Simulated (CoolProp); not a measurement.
Vapour-liquid equilibrium of hydrogen chloride (1) + propane (2) at 0.79 MPa; x and y are mole fractions of (1).

Model: multi-fluid Helmholtz-energy mixture model, Thol 2018 and Lemmon 2009; pair parameters Bell 2016, in CoolProp.

```json
[
 {"x": "0.05", "bubble temperature (°C)": "6.5", "y at the bubble point": "0.272", "dew temperature at overall composition x (°C)": "15.9", "liquid density (mol/L)": "12.08"},
 {"x": "0.15", "bubble temperature (°C)": "-10.2", "y at the bubble point": "0.584", "dew temperature at overall composition x (°C)": "11.8", "liquid density (mol/L)": "13.32"},
 {"x": "0.25", "bubble temperature (°C)": "-20.2", "y at the bubble point": "0.724", "dew temperature at overall composition x (°C)": "7.5", "liquid density (mol/L)": "[?]"},
 {"x": "0.35", "bubble temperature (°C)": "-26.1", "y at the bubble point": "0.794", "dew temperature at overall composition x (°C)": "2.8", "liquid density (mol/L)": "[?]"},
 {"x": "0.45", "bubble temperature (°C)": "-29.8", "y at the bubble point": "0.834", "dew temperature at overall composition x (°C)": "-2.3", "liquid density (mol/L)": "16.92"},
 {"x": "0.55", "bubble temperature (°C)": "-32.2", "y at the bubble point": "[?]", "dew temperature at overall composition x (°C)": "-8.1", "liquid density (mol/L)": "18.34"},
 {"x": "0.65", "bubble temperature (°C)": "-34.1", "y at the bubble point": "0.883", "dew temperature at overall composition x (°C)": "-14.6", "liquid density (mol/L)": "[?]"},
 {"x": "0.75", "bubble temperature (°C)": "-35.6", "y at the bubble point": "0.906", "dew temperature at overall composition x (°C)": "-22.3", "liquid density (mol/L)": "[?]"},
 {"x": "0.85", "bubble temperature (°C)": "-37.1", "y at the bubble point": "0.934", "dew temperature at overall composition x (°C)": "-31.3", "liquid density (mol/L)": "24.38"},
 {"x": "0.95", "bubble temperature (°C)": "-38.5", "y at the bubble point": "0.973", "dew temperature at overall composition x (°C)": "-37.7", "liquid density (mol/L)": "27.35"}
]
```

**Question.** Complete the blanks.

**Answer.** 
- 0.25, liquid density (mol/L): 14.48
- 0.35, liquid density (mol/L): 15.66
- 0.55, y at the bubble point: 0.861
- 0.65, liquid density (mol/L): 19.99
- 0.75, liquid density (mol/L): 21.97

No azeotrope shows between x = 0.05 and 0.95.

The pair parameters rest on a limited set of measurements; away from them the model extrapolates.
